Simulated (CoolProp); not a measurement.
The numbers come from the reference Helmholtz-energy equation of state, Bücker 2006 in CoolProp.

Q: Give the vapour pressure (bar), enthalpy of vaporisation (kJ/kg), surface tension (mN/m) of saturated ethane at 196.1, 207.6 K.

A: 
```csv
T (K),p (bar),enthalpy of vaporisation (kJ/kg),surface tension (mN/m)
196.1,1.81,474,14.4
207.6,3.02,456,12.6
```

Surface tension comes from a separate correlation (Mulero 2012).
